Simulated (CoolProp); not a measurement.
Vapour-liquid equilibrium of isohexane (1) + n-heptane (2) at -15.15 °C; x and y are mole fractions of (1).

Model: multi-fluid Helmholtz-energy mixture model, Lemmon 2006 and Span 2003; pair parameters Bell 2016, in CoolProp.

| x | bubble pressure (MPa) | y at the bubble point | dew pressure at overall composition x (MPa) | liquid density (mol/L) |
|---|---|---|---|---|
| 0.05 | 0.0007353 | 0.276 | 0.0005851 | 7.153 |
| 0.2 | 0.001245 | 0.639 | 0.0006768 | 7.268 |
| 0.35 | 0.001743 | (withheld) | 0.0008024 | 7.386 |
| 0.5 | 0.002239 | 0.873 | (withheld) | 7.508 |
| 0.65 | (withheld) | (withheld) | 0.001273 | 7.634 |
| 0.8 | 0.003246 | 0.965 | 0.001795 | 7.764 |
| 0.95 | 0.003755 | 0.992 | 0.003024 | 7.897 |

Question: Complete the blanks.

Answer: 
- 0.35, y at the bubble point: 0.789
- 0.5, dew pressure at overall composition x (MPa): 0.0009846
- 0.65, bubble pressure (MPa): 0.002740
- 0.65, y at the bubble point: 0.927

No azeotrope shows between x = 0.05 and 0.95.

The pair parameters rest on a limited set of measurements; away from them the model extrapolates.
